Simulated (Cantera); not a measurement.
Input (Python, Cantera):

```python
import numpy as np
import cantera as ct

gas = ct.Solution("gri30.yaml")
gas.TPX = 2073, 36000, {'NO': 1, 'N2': 1.5}
reactor = ct.IdealGasConstPressureReactor(gas, energy="off", clone=False)
net = ct.ReactorNet([reactor])
net.rtol, net.atol = 1e-08, 1e-18
show = ['NO', 'N2O', 'N2', 'O', 'NO2']
times = np.geomspace(2e-06, 50, 11)

steps = ct.SolutionArray(gas, extra=["t"])
rows = []
print(f"{'t/s':>10s}{'T/K':>9s}{'P/Pa':>11s}" + "".join(f"{s:>11s}" for s in show))
for t in times:
    while net.time < t:
        t_next = net.step()
        steps.append(gas.state, t=t_next)
    rows.append([np.interp(t, steps.t, y) for y in (steps.T, steps.P, *steps(*show).X.T)])
    print(f"{t:10.3e}{rows[-1][0]:9.1f}{rows[-1][1]:11.4g}" + "".join(f"{x:11.3e}" for x in rows[-1][2:]))
rate = np.gradient(steps.T, steps.t)
print("integrator steps:", len(steps.t))
if steps.T.max() > steps.T[0] + 200:
    print(f"time of steepest temperature rise: {steps.t[rate.argmax()]:.4e} s")
gas.TPX = 2073, 36000, {'NO': 1, 'N2': 1.5}
gas.equilibrate("TP")
print(f"equilibrium (TP): T = {gas.T:.1f} K  " + "  ".join(f"{s} {gas[s].X[0]:.3e}" for s in show))
```

Output:

```
       t/s      T/K       P/Pa         NO        N2O         N2          O        NO2
 2.000e-06   2073.0    3.6e+04  4.000e-01  2.229e-07  6.000e-01  2.226e-07  8.636e-10
 1.099e-05   2073.0    3.6e+04  4.000e-01  1.216e-06  6.000e-01  1.210e-06  2.518e-08
 6.034e-05   2073.0    3.6e+04  4.000e-01  6.456e-06  6.000e-01  6.374e-06  6.348e-07
 3.314e-04   2073.0    3.6e+04  3.999e-01  2.953e-05  6.000e-01  3.414e-05  9.638e-06
 1.821e-03   2073.0    3.6e+04  3.994e-01  7.108e-05  6.002e-01  1.582e-04  5.611e-05
 1.000e-02   2073.0    3.6e+04  3.967e-01  7.398e-05  6.015e-01  1.983e-04  7.085e-05
 5.493e-02   2073.0    3.6e+04  3.814e-01  6.720e-05  6.092e-01  2.594e-04  9.292e-05
 3.017e-01   2073.0    3.6e+04  2.970e-01  3.856e-05  6.513e-01  4.672e-04  1.386e-04
 1.657e+00   2073.0    3.6e+04  6.841e-02  2.121e-06  7.655e-01  7.877e-04  5.578e-05
 9.103e+00   2073.0    3.6e+04  9.279e-03  3.062e-07  7.950e-01  8.503e-04  8.208e-06
 5.000e+01   2073.0    3.6e+04  9.032e-03  3.046e-07  7.951e-01  8.506e-04  7.992e-06
integrator steps: 1011
equilibrium (TP): T = 2073.0 K  NO 9.032e-03  N2O 3.046e-07  N2 7.951e-01  O 8.506e-04  NO2 7.992e-06
```

Cantera simulation using GRI-Mech 3.0 (53 species, 325 reactions); the numbers are that mechanism's predictions, not measurements.
